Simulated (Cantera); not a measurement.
What does this Cantera script print?

```python
import numpy as np
import cantera as ct

surf = ct.Interface("diamond.yaml", "diamond_100")
gas, bulk = surf.adjacent["gas"], surf.adjacent["diamond"]
k = surf.kinetics_species_index(bulk.species_names[0])
cover = ["c6HH", "c6H*", "c6*H", "c6**", "c6HM", "c6B"]

rows, drift = [], 0.0
print(f"{'xH':>10s}{'um/h':>11s}" + "".join(f"{s:>11s}" for s in cover))
for v in [0.0001, 0.0002, 0.00038, 0.00075, 0.0015, 0.0029, 0.0056, 0.011, 0.021]:
    T, P, xH, xCH3 = 1300, 2500, v, 0.00034
    gas.TPX = T, P, {"H": xH, "CH3": xCH3, "CH4": 0.0027, "H2": 1 - xH - xCH3 - 0.0027}
    surf.TP = bulk.TP = T, P
    surf.coverages = "c6H*:0.1, c6HH:0.9"
    surf.advance_coverages(100.0)
    before = surf.coverages
    surf.advance_coverages(100.0)
    drift = max(drift, np.max(np.abs(surf.coverages - before) / (surf.coverages + 1e-9)))
    rate = surf.net_production_rates[k] * bulk.mean_molecular_weight / bulk.density * 3.6e9
    rows.append([rate, *surf[cover].coverages])
    print(f"{v:10.4g}{rate:11.4e}" + "".join(f"{x:11.3e}" for x in rows[-1][1:]))
```

Result:

```
        xH       um/h       c6HH       c6H*       c6*H       c6**       c6HM        c6B
    0.0001 2.8644e-02  6.611e-01  2.853e-02  3.049e-01  4.000e-03  1.510e-04  7.773e-11
    0.0002 1.0117e-01  5.620e-01  3.651e-02  3.901e-01  8.803e-03  2.020e-04  2.745e-10
   0.00038 2.5073e-01  4.909e-01  4.195e-02  4.483e-01  1.550e-02  2.500e-04  6.804e-10
   0.00075 5.0499e-01  4.405e-01  4.553e-02  4.865e-01  2.401e-02  3.009e-04  1.370e-09
    0.0015 8.2235e-01  4.099e-01  4.749e-02  5.074e-01  3.232e-02  3.474e-04  2.232e-09
    0.0029 1.1360e+00  3.935e-01  4.843e-02  5.174e-01  3.847e-02  3.794e-04  3.083e-09
    0.0056 1.4733e+00  3.845e-01  4.891e-02  5.224e-01  4.258e-02  3.960e-04  3.998e-09
     0.011 1.9240e+00  3.796e-01  4.918e-02  5.249e-01  4.510e-02  3.963e-04  5.221e-09
     0.021 2.5755e+00  3.771e-01  4.935e-02  5.261e-01  4.646e-02  3.798e-04  6.989e-09
```

Cantera simulation using the Harris–Goodwin 1993 mechanism for the reconstructed diamond (100) surface; the numbers are that mechanism's predictions, not measurements.
